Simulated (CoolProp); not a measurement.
n-perfluorohexane along the isobar 9060 kPa: Z from the reference equation and from simpler models built on Tc = 174.9 °C, pc = 1742 kPa, ω = 0.497; each cubic takes its own stable root.

The numbers come from the reference Helmholtz-energy equation of state, Gao 2022 in CoolProp.

```csv
T (°C),phase,reference,van der Waals,Redlich-Kwong,Soave-Redlich-Kwong,Peng-Robinson
45.25,liquid,0.6967,1.148,0.8201,0.7857,0.6996
55.35,liquid,0.6863,1.123,0.8064,…,0.6880
65.45,liquid,0.6770,1.100,0.7942,0.7613,0.6778
75.65,liquid,0.6687,1.078,0.7830,0.7514,0.6690
85.75,liquid,0.6616,…,0.7732,0.7430,0.6616
95.85,liquid,0.6555,1.040,0.7645,0.7360,0.6556
105.95,liquid,0.6504,1.023,…,0.7304,0.6509
116.15,liquid,…,1.007,0.7502,0.7262,0.6475
126.25,liquid,0.6432,0.9922,0.7446,0.7235,0.6455
136.35,liquid,0.6412,0.9786,0.7399,0.7221,0.6449
146.45,liquid,…,0.9659,0.7361,0.7221,0.6457
156.65,liquid,…,0.9541,0.7332,0.7237,0.6479
166.75,liquid,0.6416,0.9433,0.7311,0.7266,0.6516
176.85,supercritical,0.6440,0.9333,0.7299,0.7311,0.6568
```

Complete the blanks.


- 55.35, Soave-Redlich-Kwong: 0.7727
- 85.75, van der Waals: 1.058
- 105.95, Redlich-Kwong: 0.7569
- 116.15, reference: 0.6462
- 146.45, reference: 0.6402
- 156.65, reference: 0.6403
